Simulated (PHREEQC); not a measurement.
0.012 g of hydrous ferric oxide (600 m²/g; 0.2 weak and 0.005 strong sites per Fe, Dzombak-Morel constants, diffuse double layer) in 1 kg of water with 0.001 mol/kgw of an inert sodium salt and 3.6e-05 mol/kgw MnCl2 and 3.3e-06 mol/kgw Na2HAsO4, at 25 °C; the pH is set by adding NaOH or the inert anion's acid. The system is closed to oxygen. No CO2 enters from the air. Precipitation was switched off in this run.

Computed with PHREEQC (ion-association model, wateq4f.dat).

Q: Predict Mn sorbed (%) at pH = 7.33, 10.

A: 
| pH | Mn sorbed (%) |
|---|---|
| 7.33 | 5.9 |
| 10 | 46.9 |

Along this series the solution becomes supersaturated in solids that the run did not let form, among them Pyrochroite. The database has no arsenate complexes of Mn.
